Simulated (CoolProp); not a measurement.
A Linde-Hampson liquefier for oxygen: isothermal reversible compression at 200 K from 1 atm to 10 MPa, throttling to 1 atm, return gas leaving the recuperator 2 K below the feed. Each further row changes one setting.

The numbers come from the reference Helmholtz-energy equation of state, Schmidt 1985 in CoolProp.

| case | liquid yield per pass | compression work (kJ/kg of gas) |
|---|---|---|
| as stated | 0.191 | 223 |
| high pressure 20 MPa | 0.333 | 246 |
| warm-end temperature 230 K | 0.118 | 264 |
| warm-end gap 7 K | 0.179 | 223 |
